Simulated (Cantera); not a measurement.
Input: 1 mol CH3Cl, held at 0.0510 bar.

Equilibrium computed with Cantera from the NASA thermochemical tables; the gas is ideal and each condensed phase is pure. Candidate condensed phases: C, C6H6, C7H8, C8H18; 91 gas species. Rates play no part.

Problem. At 2577 °C, list the 6 most abundant gas species with their mole fractions, and the condensed phases.

Solution. H2 0.333, HCl 0.266, H 0.248, Cl 0.137, C2H2 (acetylene) 0.0131, C2H 0.00134. Condensed: C(graphite).
